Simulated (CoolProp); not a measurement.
A simple Rankine cycle with c-C4F8 (RC318): condensing at 311.15 K, boiler at 1.68 MPa, turbine inlet 365.4 K, turbine efficiency 0.85, pump efficiency 0.8, no recuperator. Each further row changes one setting.

Values from CoolProp's reference Helmholtz-energy equation of state, Platzer 1990. This equation is an older, rougher fit; its heat capacities, sound speeds and derivatives of the liquid may be far off and weren't checked against measurements.

| case | thermal efficiency (%) | net work (kJ/kg) | heat in (kJ/kg) | turbine exit temperature (K) | volume ratio over the turbine |
|---|---|---|---|---|---|
| as stated | 8.9 | 11.5 | 129 | 333.7 | 4.56 |
| turbine inlet 385.4 K | 8.7 | 13.2 | 152 | 357.1 | 4.15 |
| condensing temperature 303.15 K | 10.1 | 14.0 | 138 | 329.5 | 5.84 |
| boiler pressure 1.18 MPa | 6.8 | 9.40 | 138 | 345.9 | 2.77 |
| turbine efficiency 0.75 | 7.8 | 10.0 | 129 | 335.4 | 4.59 |
